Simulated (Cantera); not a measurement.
A closed system holds: 1 mol Fe2O3, 2.1 mol CH4, 1.1 mol H2, held at 1998 K and 0.100 bar.

Equilibrium computed with Cantera from the NASA thermochemical tables; the gas is ideal and each condensed phase is pure. Candidate condensed phases: C, C6H6, C7H8, C8H18, Fe, Fe(CO)5, FeO, Fe(OH)2, Fe(OH)3, Fe2O3, Fe3O4, H2O; 114 gas species. The numbers say what is thermodynamically allowed, not how fast it happens.

Base state: H2 0.600, CO 0.271, H2O 0.110, CO2 0.0109, H 0.00393, Fe 0.00357, OH 7.16e-5, Fe(OH)2 1.68e-5 (mole fractions); condensed: Fe(l).

### Question
What changes in the equilibrium state with this change: temperature from 1998 K to 2475 K?

### Answer
```json
[
 {"species": "H2", "before": "0.600", "after": "0.442"},
 {"species": "CO", "before": "0.271", "after": "0.211"},
 {"species": "Fe", "before": "0.00357", "after": "0.206"},
 {"species": "H", "before": "0.00393", "after": "0.0473"},
 {"species": "CO2", "before": "0.0109", "after": "0.00647"},
 {"species": "H2O", "before": "0.110", "after": "0.0830"},
 {"species": "O", "before": "3.43e-7", "after": "0.000126"},
 {"species": "FeO", "before": "1.30e-5", "after": "0.00192"},
 {"species": "Fe(l), mol", "before": "1.97", "after": "0"}
]
```
